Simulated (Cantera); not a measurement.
A perfectly stirred reactor is fed with H2 : O2 : N2 = 1 : 0.385 : 2.54 (molar parts), at 3.50 bar; it is adiabatic with a 475 K inlet, and is followed from long to short residence time, starting on the burning branch (τ in s: 0.35, 0.14, 0.055, 0.022, 0.0089, 0.0036, 0.0014, 0.00057, 0.00023, 9.1e-05).

Detailed kinetics in Cantera: GRI-Mech 3.0 (53 species, 325 reactions). The hydrogen kinetics of GRI-Mech 3.0 are dated; newer H2 mechanisms differ, most at raised pressure.

**Question.** What does this change do: H2 1 to 0.77 parts?

**Answer.** 
```
quantity                                                                          before                                   after
------------------------------------------------  --------------------------------------  --------------------------------------
blow-out, bracketed by the residence times tried  burning at 91.0 µs, the shortest tried  burning at 91.0 µs, the shortest tried
x(H2) at τ = 0.350 s                                                              0.0648                                 0.00248
x(O2) at τ = 0.350 s                                                             1.61e-5                                0.000937
x(H2O2) at τ = 0.350 s                                                           2.27e-9                                 3.86e-8
x(OH) at τ = 0.350 s                                                            0.000135                                0.000837
x(H2O) at τ = 0.350 s                                                              0.217                                   0.229
x(H2) at τ = 3.60 ms                                                              0.0641                                 0.00826
x(O2) at τ = 3.60 ms                                                            0.000253                                 0.00358
x(H2O2) at τ = 3.60 ms                                                           8.03e-8                                 2.65e-7
x(OH) at τ = 3.60 ms                                                             0.00106                                 0.00260
x(H2O) at τ = 3.60 ms                                                              0.215                                   0.221
```

**Question.** What does this change do: pressure from 3.50 bar to 0.690 bar?

**Answer.** 
```
quantity                                                                          before                                   after
------------------------------------------------  --------------------------------------  --------------------------------------
blow-out, bracketed by the residence times tried  burning at 91.0 µs, the shortest tried  burning at 91.0 µs, the shortest tried
x(H2) at τ = 0.350 s                                                              0.0648                                  0.0643
x(O2) at τ = 0.350 s                                                             1.61e-5                                 3.83e-5
x(H2O2) at τ = 0.350 s                                                           2.27e-9                                 5.75e-9
x(OH) at τ = 0.350 s                                                            0.000135                                0.000606
x(H2O) at τ = 0.350 s                                                              0.217                                   0.217
x(H2) at τ = 3.60 ms                                                              0.0641                                  0.0616
x(O2) at τ = 3.60 ms                                                            0.000253                                 0.00138
x(H2O2) at τ = 3.60 ms                                                           8.03e-8                                 1.47e-7
x(OH) at τ = 3.60 ms                                                             0.00106                                 0.00372
x(H2O) at τ = 3.60 ms                                                              0.215                                   0.208
```
